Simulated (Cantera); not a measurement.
Feed: 1 mol PbO, 120 mol H2, 28 mol N2.

Method: chemical equilibrium by Gibbs-energy minimisation in Cantera with the NASA 1993 tables (ideal gas, pure condensed phases). Candidate condensed phases: H2O, Pb, PbO, PbO2, Pb3O4; 27 gas species. Rates play no part.

What condenses at these points (T in K, P in Pa): (1275, 10); (825, 32000); (825, 100000); (1650, 1000); (1200, 32000)?


```json
[
 {"T (K)": "1275", "P in Pa": "10", "condensed phases": "gas only", "Pb condensed (%)": "0.0"},
 {"T (K)": "825", "P in Pa": "32000", "condensed phases": "Pb", "Pb condensed (%)": "100.0"},
 {"T (K)": "825", "P in Pa": "100000", "condensed phases": "Pb", "Pb condensed (%)": "100.0"},
 {"T (K)": "1650", "P in Pa": "1000", "condensed phases": "gas only", "Pb condensed (%)": "0.0"},
 {"T (K)": "1200", "P in Pa": "32000", "condensed phases": "Pb", "Pb condensed (%)": "70.2"}
]
```
